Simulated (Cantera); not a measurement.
A perfectly stirred reactor is fed with CH3OH : O2 : N2 = 0.012 : 0.0034 : 1 (molar parts), at 4.15 atm; it is held at 1098 K, and followed from long to short residence time.

Computed with Cantera and GRI-Mech 3.0 (53 species, 325 reactions). GRI-Mech 3.0 was tuned for natural gas; its chemistry of methanol as a main component is partial and can be far from experiment.

**Question.** What does this change do: CH3OH 0.012 to 0.051 parts?

**Answer.** 
```json
[
 {"quantity": "x(CH3OH) at τ = 4.40 s", "before": "1.17e-5", "after": "7.26e-5"},
 {"quantity": "x(O2) at τ = 4.40 s", "before": "4.67e-5", "after": "2.28e-5"},
 {"quantity": "x(CH2) at τ = 4.40 s", "before": "7.33e-12", "after": "4.51e-12"},
 {"quantity": "x(CO2) at τ = 4.40 s", "before": "0.00144", "after": "0.00204"},
 {"quantity": "x(H2O) at τ = 4.40 s", "before": "0.00506", "after": "0.00396"},
 {"quantity": "x(CH3OH) at τ = 58.0 ms", "before": "0.00113", "after": "0.00293"},
 {"quantity": "x(O2) at τ = 58.0 ms", "before": "0.000287", "after": "3.98e-5"},
 {"quantity": "x(CH2) at τ = 58.0 ms", "before": "2.01e-10", "after": "5.72e-10"},
 {"quantity": "x(CO2) at τ = 58.0 ms", "before": "0.00101", "after": "0.00157"},
 {"quantity": "x(H2O) at τ = 58.0 ms", "before": "0.00497", "after": "0.00447"}
]
```

**Question.** What does this change do: pressure from 4.15 atm to 0.563 atm?

**Answer.** 
| quantity | before | after |
|---|---|---|
| x(CH3OH) at τ = 4.40 s | 1.17e-5 | 1.38e-5 |
| x(O2) at τ = 4.40 s | 4.67e-5 | 0.000111 |
| x(CH2) at τ = 4.40 s | 7.33e-12 | 2.54e-10 |
| x(CO2) at τ = 4.40 s | 0.00144 | 0.000960 |
| x(H2O) at τ = 4.40 s | 0.00506 | 0.00547 |
| x(CH3OH) at τ = 58.0 ms | 0.00113 | 0.00348 |
| x(O2) at τ = 58.0 ms | 0.000287 | 0.000747 |
| x(CH2) at τ = 58.0 ms | 2.01e-10 | 1.00e-9 |
| x(CO2) at τ = 58.0 ms | 0.00101 | 0.000367 |
| x(H2O) at τ = 58.0 ms | 0.00497 | 0.00459 |
